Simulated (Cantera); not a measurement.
What does this Cantera script print?

```python
import numpy as np
import cantera as ct

gas_names = """
    C CO CO2 C2 C2O C3 C3O2 C4 C5 O O2 O3 Ti TiO TiO2
""".split()
cond_names = """
    C(gr) Ti(a) Ti(b) Ti(L) TiC(s) TiC(L) TiO(a) TiO(b) TiO(L) TiO2(ru) TiO2(L) Ti2O3(a) Ti2O3(b)
    Ti2O3(L) Ti3O5(a) Ti3O5(b) Ti3O5(L) Ti4O7(s) Ti4O7(L)
""".split()


def load(file, names, dense=False):
    # The tables refer to 1 bar. Condensed volumes are neglected.
    table = {s.name: s for s in ct.Species.list_from_file(file)}
    out = []
    for n in names:
        d = dict(table[n].input_data)
        d["thermo"] = dict(d["thermo"], **{"reference-pressure": 1e5})
        if dense:
            d["equation-of-state"] = {"model": "constant-volume", "density": "1e6 g/cm^3"}
        out.append(ct.Species.from_dict(d))
    return out


gas = ct.Solution(thermo="ideal-gas", species=load("nasa_gas.yaml", gas_names))
cond = {s.name: ct.Solution(thermo="fixed-stoichiometry", species=[s], name=s.name)
        for s in load("nasa_condensed.yaml", cond_names, dense=True)}
atoms = {
    'Ti': {'Ti': 1},
    'CO': {'C': 1, 'O': 1},
}
top_T = {'C(gr)': 4500}  # K; cautious upper limits of use, not melting points


def equilibrate(T, P, feed):
    n = {}
    for name, mol in feed.items():
        for a, k in atoms[name].items():
            n[a] = n.get(a, 0.0) + k * mol
    gas.TPX = T, P, n
    mass = sum(n.values()) * gas.mean_molecular_weight
    gas.equilibrate("TP")
    valid = [c for c in cond.values() if c.min_temp <= T <= top_T.get(c.name, c.max_temp)]
    mix = ct.Mixture([(gas, mass / gas.mean_molecular_weight)] + [(c, 0.0) for c in valid])
    mix.T, mix.P = T, P
    mix.equilibrate("TP", solver="vcs", rtol=1e-11, max_steps=5000)
    return mix


results = []
feed = {'Ti': 1, 'CO': 2.1}  # mol
T = 1598  # K
P = 101325  # Pa
mix = equilibrate(T, P, feed)
results.append((T, P, feed, dict(zip(mix.species_names, mix.species_moles))))
x = sorted(zip(gas.X, gas.species_names), reverse=True)
print(f"T = {T:g} K  P = {P:g} Pa  gas = {mix.phase_moles(0):.4g} mol")
print("   x: " + "  ".join(f"{s} {v:.3e}" for v, s in x if v > 1e-05))
print("   condensed (mol): " + ("  ".join(f"{mix.phase(i).name} {mix.phase_moles(i):.4g}"
      for i in range(1, mix.n_phases) if mix.phase_moles(i) > 1e-12) or "none"))
```

It prints:

```
T = 1598 K  P = 101325 Pa  gas = 0.4332 mol
   x: CO 9.997e-01  CO2 2.991e-04
   condensed (mol): C(gr) 1.667  Ti3O5(b) 0.3333
```

Method: chemical equilibrium by Gibbs-energy minimisation in Cantera with the NASA 1993 tables (ideal gas, pure condensed phases).
